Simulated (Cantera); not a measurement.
Feed: 1 mol MgSO₄, 6.1 mol H₂O, 1.3 mol O₂, held at 925 °C and 0.0800 bar.

Method: chemical equilibrium by Gibbs-energy minimisation in Cantera with the NASA 1993 tables (ideal gas, pure condensed phases). Candidate condensed phases: H₂O, H₂SO₄, Mg, MgO, Mg(OH)₂, MgS, MgSO₄, S; 26 gas species. The numbers say what is thermodynamically allowed, not how fast it happens.

Task: What is the equilibrium state?

Result: 
| Quantity | Result |
|---|---|
| x(H₂O) | 0.687 |
| x(O₂) | 0.201 |
| x(SO₂) | 0.109 |
| x(SO₃) | 0.00361 |
| x(OH) | 1.42e-5 |
| n(MgO(s)) | 1.00 mol |
| gas amount | 8.884 mol |
| log10 activity of S(l) (absent) | -13.01 |
| log10 activity of Mg(l) (absent) | -19.61 |
